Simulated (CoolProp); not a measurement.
Vapour pressure (MPa) of R1336mzz(E): the reference equation beside estimates from Tc = 130.4 °C, pc = 2.779 MPa, ω = 0.413. Clausius-Clapeyron is anchored at 52.95 °C with a constant enthalpy of vaporisation of 20.96 kJ/mol.

The numbers come from the reference Helmholtz-energy equation of state, Akasaka 2023 in CoolProp.

```csv
T (°C),reference,Clausius-Clapeyron,van der Waals,Redlich-Kwong,Peng-Robinson
43.85,0.3583,0.3753,0.9788,0.5996,0.3569
48.35,0.4100,0.4195,1.045,0.6637,0.4085
52.95,0.4685,0.4685,1.116,0.7340,0.4671
57.55,0.5332,0.5217,1.190,0.8093,0.5318
62.05,0.6027,0.5779,1.265,0.8878,0.6016
66.65,0.6807,0.6398,1.345,0.9733,0.6799
71.15,0.7641,0.7049,1.426,1.062,0.7639
75.75,0.8572,0.7764,1.512,1.159,0.8577
80.35,0.9585,0.8529,1.600,1.261,0.9600
84.85,1.066,0.9329,1.691,1.366,1.069
89.45,1.185,1.020,1.786,1.480,1.189
94.05,1.315,1.113,1.884,1.600,1.320
98.55,1.451,1.209,1.984,1.723,1.459
103.15,1.602,1.314,2.089,1.856,1.611
107.75,1.764,1.424,2.197,1.995,1.775
```

Absolute difference from the reference over all 15 rows, mean and median: Clausius-Clapeyron 9.5 and 9.4 %, van der Waals 84.7 and 76.4 %, Redlich-Kwong 37.1 and 35.2 %, Peng-Robinson 0.3 and 0.3 %.
